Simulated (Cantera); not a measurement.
# Ammonia decomposition in nitride growth gas

A perfectly stirred reactor is fed with 80.0 % NH₃, 20.0 % N₂, at 0.0109 atm; it is held at 2223 K, and followed from long to short residence time.

Model: the gas-phase N/H chemistry of the illustrative SiF4/NH3 mechanism in the Surface Chemkin manual (1991), integrated in Cantera. Walls and surfaces, which speed up NH3 decomposition in real reactors, are not modelled.

| τ (s) | x NH₃ | x NH | x H | x NH₂ | x N | x N₂ |
|---|---|---|---|---|---|---|
| 19 | 0.00462 | 2.00e-5 | 0.00503 | 0.000110 | 8.51e-6 | 0.332 |
| 7.1 | 0.0181 | 2.70e-5 | 0.00292 | 0.000253 | 6.68e-6 | 0.330 |
| 2.6 | 0.0500 | 3.77e-5 | 0.00201 | 0.000502 | 6.59e-6 | 0.324 |
| 0.95 | 0.120 | 5.16e-5 | 0.00141 | 0.000924 | 6.75e-6 | 0.313 |
| 0.35 | 0.250 | 6.62e-5 | 0.000924 | 0.00157 | 6.57e-6 | 0.291 |
| 0.13 | 0.437 | 7.54e-5 | 0.000530 | 0.00236 | 5.63e-6 | 0.260 |
| 0.047 | 0.617 | 7.28e-5 | 0.000254 | 0.00315 | 3.73e-6 | 0.229 |
| 0.017 | 0.727 | 5.90e-5 | 0.000105 | 0.00370 | 1.66e-6 | 0.211 |
| 0.0064 | 0.774 | 4.21e-5 | 3.81e-5 | 0.00371 | 5.25e-7 | 0.203 |
x: mole fraction; the columns are a selection and need not sum to one.
